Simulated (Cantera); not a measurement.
Input (Python, Cantera):

```python
import numpy as np
import cantera as ct

gas = ct.Solution("gri30.yaml")


def delay(T, t_max=10):
    gas.TPX = T, 1400000, {'CH4': 1, 'O2': 2.17, 'N2': 8.17}
    reactor = ct.IdealGasConstPressureReactor(gas, clone=False)
    net = ct.ReactorNet([reactor])
    net.rtol, net.atol = 1e-8, 1e-16
    while net.time < t_max:
        t_old, T_old = net.time, reactor.T
        net.step()
        if reactor.T > T + 400:  # ignition: a rise of 400 K
            return t_old + (T + 400 - T_old) / (reactor.T - T_old) * (net.time - t_old)
    return np.nan


taus = []
for T in [1025, 1125, 1225, 1325, 1425, 1525, 1625, 1725, 1825, 1925]:
    taus.append(delay(T))
    print(f"T0 = {T:6g} K   tau = {taus[-1]:.4e} s")
```

Result:

```
T0 =   1025 K   tau = 3.6855e-02 s
T0 =   1125 K   tau = 8.2166e-03 s
T0 =   1225 K   tau = 2.3306e-03 s
T0 =   1325 K   tau = 7.6079e-04 s
T0 =   1425 K   tau = 2.7437e-04 s
T0 =   1525 K   tau = 1.0740e-04 s
T0 =   1625 K   tau = 4.5333e-05 s
T0 =   1725 K   tau = 2.0686e-05 s
T0 =   1825 K   tau = 1.0251e-05 s
T0 =   1925 K   tau = 5.5142e-06 s
```

Model: GRI-Mech 3.0 (53 species, 325 reactions), integrated in Cantera. The pressure lies above the range GRI-Mech 3.0 was tuned for (to about 10 atm).
